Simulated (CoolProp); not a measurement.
Vapour pressure (kPa) of R1233zd(E): the reference equation beside estimates from Tc = 165.7 °C, pc = 3583 kPa, ω = 0.304. Clausius-Clapeyron is anchored at 93.65 °C with a constant enthalpy of vaporisation of 19.32 kJ/mol.

The numbers come from the reference Helmholtz-energy equation of state, Akasaka 2022 in CoolProp.

| T (°C) | reference | Clausius-Clapeyron | Peng-Robinson |
|---|---|---|---|
| 73.15 | 555.2 | 623.5 | 554.1 |
| 83.35 | 714.1 | 755.4 | 713.6 |
| 93.65 | 907.1 | 907.1 | ? |
| 103.85 | 1134 | 1077 | ? |
| 114.05 | ? | 1266 | 1407 |
| 124.35 | 1718 | 1479 | 1726 |
| 134.55 | 2081 | ? | 2093 |
| 144.85 | 2506 | 1971 | 2520 |
| 155.05 | 2992 | 2250 | 3004 |

Problem. Some entries are withheld; supply them.

Solution. 
- 93.65, Peng-Robinson: 907.8
- 103.85, Peng-Robinson: 1137
- 114.05, reference: 1402
- 134.55, Clausius-Clapeyron: 1712

Absolute difference from the reference over all 9 rows, mean and median: Clausius-Clapeyron 12.3 and 12.3 %, Peng-Robinson 0.3 and 0.4 %.
